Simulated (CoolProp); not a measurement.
100 sccm (0 °C, 1 atm) of nitrogen bubbles through liquid dimethyl carbonate at 345.9 K and leaves saturated at a total pressure of 0.122 MPa (ideal gas phase). Each further row changes one setting.

The numbers come from the reference Helmholtz-energy equation of state, Zhou 2011 in CoolProp.

```
case                      vapour pressure (kPa)  mole fraction of vapour  delivery (mg/min)  delivery (sccm)  change of delivery for a bath 1 K warmer (%)
------------------------  ---------------------  -----------------------  -----------------  ---------------  --------------------------------------------
as stated                                  56.4                    0.462                345             85.9                                           [?]
bath temperature 350.9 K                   67.2                      [?]                493              [?]                                           [?]
total pressure 0.244 MPa                   56.4                      [?]                [?]             30.0                                           [?]
```

Question: Fill in the missing entries.

Answer: 
- as stated, change of delivery for a bath 1 K warmer (%): 7.0
- bath temperature 350.9 K, mole fraction of vapour: 0.551
- bath temperature 350.9 K, delivery (sccm): 123
- bath temperature 350.9 K, change of delivery for a bath 1 K warmer (%): 8.2
- total pressure 0.244 MPa, mole fraction of vapour: 0.231
- total pressure 0.244 MPa, delivery (mg/min): 121
- total pressure 0.244 MPa, change of delivery for a bath 1 K warmer (%): 4.8
